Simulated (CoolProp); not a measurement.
Sulfur hexafluoride along the isobar 18.2 MPa: Z from the reference equation and from simpler models built on Tc = 45.6 °C, pc = 3.755 MPa, ω = 0.210; each cubic takes its own stable root.

Values from CoolProp's reference Helmholtz-energy equation of state, Guder 2009.

```
T (°C)          phase  reference  van der Waals  Soave-Redlich-Kwong  Peng-Robinson
------  -------------  ---------  -------------  -------------------  -------------
-30.45         liquid     0.7142          1.025               0.7282         0.6483
-6.15          liquid     0.6869         0.9657               0.7017         0.6254
18.15          liquid     0.6710              …               0.6887              …
42.45          liquid     0.6662         0.8848               0.6887         0.6180
66.75   supercritical          …              …               0.7017         0.6338
91.05   supercritical          …         0.8417               0.7276         0.6625
115.35  supercritical     0.7240         0.8314               0.7643         0.7020
139.65  supercritical     0.7649         0.8274               0.8078              …
163.95  supercritical     0.8098         0.8292               0.8528         0.7946
```

Q: Some entries are withheld; supply them.

A: 
- 18.15, van der Waals: 0.9197
- 18.15, Peng-Robinson: 0.6154
- 66.75, reference: 0.6731
- 66.75, van der Waals: 0.8592
- 91.05, reference: 0.6924
- 139.65, Peng-Robinson: 0.7478
